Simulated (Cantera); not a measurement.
Low-pressure radical oxidation in H2/O2

An isothermal, constant-pressure homogeneous reactor starts with H2 : O2 = 0.045 : 1 (molar parts), at 1375 K and 10.00 Torr.

Model: the H2/O2 subset of GRI-Mech 3.0, which has no nitrogen chemistry, integrated in Cantera. Radical loss at walls, strong at low pressure, is not modelled. The temperature is held fixed by assumption; the heat of reaction is taken as removed at once.

```tsv
t (s)	x H2	x O2	x H2O2	x O	x H2O
1.00e-5	0.0431	0.957	<1e-12	1.32e-9	7.63e-11
3.98e-5	0.0431	0.957	7.15e-12	1.49e-8	3.53e-9
0.000158	0.0431	0.957	1.10e-10	1.72e-7	1.37e-7
0.000631	0.0430	0.957	1.59e-9	2.70e-5	3.60e-5
0.00251	0.000713	0.920	5.21e-8	0.0320	0.0375
0.0100	0.000595	0.923	4.90e-8	0.0297	0.0382
0.0398	0.000443	0.932	4.64e-8	0.0215	0.0397
0.158	0.000171	0.947	3.49e-8	0.00797	0.0420
0.631	2.50e-5	0.954	1.48e-8	0.00113	0.0434
2.51	2.50e-6	0.956	3.77e-9	0.000113	0.0438
10.0	3.31e-7	0.956	8.92e-10	1.49e-5	0.0440
```
x: mole fraction; the columns are a selection and need not sum to one.

Equilibrium at this temperature and pressure: H2 1.20e-7, O2 0.956, H2O2 4.69e-10, O 5.43e-6, H2O 0.0440 (gas phase only).
